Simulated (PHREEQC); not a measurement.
Solution (10 °C): 70 mmol/kgw FeCl3, 53 mmol/kgw ZnCl2, 0.45 mmol/kgw NaHCO3 and 40 mmol/kgw NaCl. Closed to the air; pH follows from the charge balance.

All values are PHREEQC results (ion-association model, phreeqc.dat), not measurements.

No solid was allowed to form.

**Question.** Order these Zn species by the share of Zn that they hold, largest first: ZnCl2, ZnCl3-, ZnCl+, Zn+2.

**Answer.** Zn+2 (90 %), ZnCl+ (8.2 %), ZnCl2 (0.94 %), ZnCl3- (0.31 %)

The pH is 2.13 and the ionic strength 0.451 mol/kgw. Examples of supersaturated solids here: Hematite (slow to form), Goethite (slow to form). Others may be too. Constants without temperature data keep their 25 °C values here.
